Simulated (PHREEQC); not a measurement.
PHREEQC input (ion-association model, wateq4f.dat):

```
SOLUTION_MASTER_SPECIES
  An  An-  0  An  62.0  # stands for a non-complexing anion
SOLUTION_SPECIES
  An- = An-
    -log_k 0
    -gamma 3.0 0
PHASES
  Fix_H+
    H+ = H+
    -log_k 0
SOLUTION 1
  temp 25
  units mmol/kgw
  pH 7 charge
  Na 300
  An 300
END
SELECTED_OUTPUT 1
  -reset false
  -pH true
  -pe true
  -ionic_strength true
  -water true
  -totals Na
  -molalities Hfo_wOH Hfo_wOH2+ Hfo_wO- Hfo_sOH Hfo_sOH2+ Hfo_sO-
USER_PUNCH 1
  -headings sigma psi
  10 PUNCH EDL("sigma", "Hfo"), EDL("psi", "Hfo")
PRINT
  -reset false
USE solution 1
SURFACE 1
  Hfo_wOH 0.000719101 600 0.32
  Hfo_sOH 1.79775e-05
EQUILIBRIUM_PHASES 1
  Fix_H+ -4 HAn 10
    -force_equality true
  O2(g) -0.68 10
END
# ... the last block is repeated for the other 12 points of pH, with NaOH or the acid as the point needs
```

Selected output (columns that matter, 9 of 13 rows; pH added in front):

```
pH	mu	Na	m_Hfo_wOH	m_Hfo_wOH2+	m_Hfo_wO-	m_Hfo_sOH	m_Hfo_sOH2+	m_Hfo_sO-	sigma	psi
4	0.30047	0.3	4.1607e-05	0.00067744	5.8541e-08	1.0402e-06	1.6936e-05	1.4635e-09	0.34894	0.12294
5	0.30028	0.3	0.00019356	0.0005239	1.6382e-06	4.8389e-06	1.3098e-05	4.0955e-08	0.26904	0.10989
5.5	0.30021	0.3	0.00030063	0.00041346	5.0078e-06	7.5158e-06	1.0336e-05	1.2519e-07	0.21041	0.097702
6	0.30015	0.3	0.00039692	0.00031056	1.1621e-05	9.923e-06	7.764e-06	2.9053e-07	0.15399	0.082615
7	0.30007	0.3	0.00051663	0.00016553	3.6939e-05	1.2916e-05	4.1383e-06	9.2346e-07	0.066243	0.046396
8	0.30001	0.3	0.0005517	8.9459e-05	7.7943e-05	1.3792e-05	2.2365e-06	1.9486e-06	0.0059325	0.004737
8.5	0.30003	0.30005	0.00054811	6.4823e-05	0.00010617	1.3703e-05	1.6206e-06	2.6542e-06	-0.021299	-0.016733
9	0.30007	0.30012	0.0005302	4.4644e-05	0.00014425	1.3255e-05	1.1161e-06	3.6063e-06	-0.051311	-0.037583
10	0.30028	0.30041	0.00043206	1.5765e-05	0.00027127	1.0802e-05	3.9412e-07	6.7817e-06	-0.13162	-0.075255
```

Species that the database lacks are ignored.
